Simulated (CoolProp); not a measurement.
Normal hydrogen at 368.45 K and 0.391 MPa flows at 0.057 m/s in a round tube of 25 mm bore and 15 µm roughness, fully developed (64/Re and Nu = 3.66 if laminar; Colebrook and Gnielinski if turbulent). Each further row changes one setting.

Computed with CoolProp (reference Helmholtz-energy equation of state, Leachman 2009).

```
case                Reynolds number  Darcy friction factor  pressure drop (Pa/m)  heat-transfer coefficient (W/(m² K))  mass flow (kg/h)
------------------  ---------------  ---------------------  --------------------  ------------------------------------  ----------------
as stated                      35.5                   1.80                0.0301                                  31.9            0.0259
velocity 0.114 m/s             71.0                  0.901                0.0602                                  31.9            0.0517
diameter 50 mm                 71.0                  0.901               0.00752                                  16.0             0.103
```

Viscosity comes from a separate model (Muzny 2013). Thermal conductivity comes from a separate model (Assael 2011).
